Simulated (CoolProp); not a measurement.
A simple Rankine cycle with R1336mzz(E): condensing at 288.15 K, boiler at 0.664 MPa, turbine inlet 343.9 K, turbine efficiency 0.8, pump efficiency 0.7, no recuperator. Each further row changes one setting.

Values from CoolProp's reference Helmholtz-energy equation of state, Akasaka 2023.

| case | thermal efficiency (%) | net work (kJ/kg) | heat in (kJ/kg) | turbine exit temperature (K) | volume ratio over the turbine |
|---|---|---|---|---|---|
| as stated | 9.8 | 18.4 | 188 | 311.4 | 5.20 |
| turbine inlet 363.9 K | 9.7 | 20.0 | 207 | 331.8 | 5.05 |
| condensing temperature 280.15 K | 11.2 | 22.0 | 198 | 306.2 | 7.08 |
| boiler pressure 0.465 MPa | 7.8 | 15.0 | 192 | 320.0 | 3.50 |
| turbine efficiency 0.7 | 8.5 | 16.0 | 188 | 314.2 | 5.25 |
